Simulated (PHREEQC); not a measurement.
Nickel, zinc or cadmium bath (model solution)

Dissolve 5.2 mmol/kgw Ni(NO3)2, 19 mmol/kgw Na2SO4 and 0.41 mmol/kgw HCl at 25 °C. Closed to the air; pH follows from the charge balance.

Computed with PHREEQC (ion-association model, wateq4f.dat).

Each row changes one thing in this solution. This is a speciation only: nothing precipitates in the calculation.

```csv
case,pH,ionic strength (mol/kgw),Na+ (mol/kgw),SI of Halite (NaCl)
as made,3.69,0.0628,0.0368,-6.60
0.00028 mol/kgw NaHF2 added,3.56,0.0631,0.0370,-6.59
Ni(NO3)2 left out,3.71,0.0542,0.0366,-6.59
0.026 mol/kgw H3PO4 added,2.11,0.0694,0.0371,-6.60
temperature from 25 to 70 °C,3.94,0.0613,0.0366,-6.70
Na2SO4 replaced by NaH2PO4 at the same molality,3.91,0.0348,0.0190,-6.84
temperature from 25 to 30 °C,3.71,0.0625,0.0367,-6.61
```

Complexes and solids missing from the database can't appear. Constants without temperature data keep their 25 °C values here.
